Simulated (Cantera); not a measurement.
Feed: 1 mol Si2Cl6, 4.9 mol NH3, 5.8 mol H2, held at 1625 K and 1.33 mbar.

Equilibrium computed with Cantera from the NASA thermochemical tables; the gas is ideal and each condensed phase is pure. Candidate condensed phases: NH4Cl, Si, Si3N4; 28 gas species. The feed counts by its element totals alone. The tables' values for SiCl3, SiCl are old estimates; treat these amounts as uncertain. Kinetics and transport are ignored.

Base state: H2 0.640, N2 0.132, HCl 0.131, SiCl2 0.0943, H 0.00155, SiCl3 0.000671, Cl 0.000250, SiCl 0.000200 (mole fractions); condensed: Si(s).

Problem. What changes in the equilibrium state with this change: Si2Cl6 replaced by trisilylamine?

Solution. 
| species | before | after |
|---|---|---|
| H2 | 0.640 | 0.855 |
| N2 | 0.132 | 0.143 |
| H | 0.00155 | 0.00179 |
| HCl | 0.131 | 0 |
| SiCl2 | 0.0943 | 0 |
| Si | 0.000122 | 0.000122 |
| SiCl3 | 0.000671 | 0 |
| Cl | 0.000250 | 0 |
| SiCl | 0.000200 | 0 |
| Si(s), mol | 0.226 | 3.00 |

Problem. What changes in the equilibrium state with this change: temperature from 1625 K to 875 K?

Solution. 
| species | before | after |
|---|---|---|
| H2 | 0.640 | 0.608 |
| HCl | 0.131 | 0.313 |
| N2 | 0.132 | 0.0709 |
| SiCl2 | 0.0943 | 8.82e-8 |
| SiCl4 | 1.11e-5 | 0.00895 |
| H | 0.00155 | 1.07e-9 |
| Cl | 0.000250 | <1e-9 |
| SiCl | 0.000200 | <1e-9 |
| Si(s), mol | 0.226 | 0 |
| Si3N4(s), mol | 0 | 0.615 |

Problem. What changes in the equilibrium state with this change: pressure from 1.33 mbar to 1.00 bar?

Solution. 
```csv
species,before,after
H2,0.640,0.618
HCl,0.131,0.274
N2,0.132,0.0817
SiCl2,0.0943,0.0134
Si,0.000122,5.13e-9
SiCl4,1.11e-5,0.00535
SiCl,0.000200,4.89e-7
"Si(s), mol",0.226,0
"Si3N4(s), mol",0,0.514
```
The tables' values for SiCl3 are old estimates; treat these amounts as uncertain.
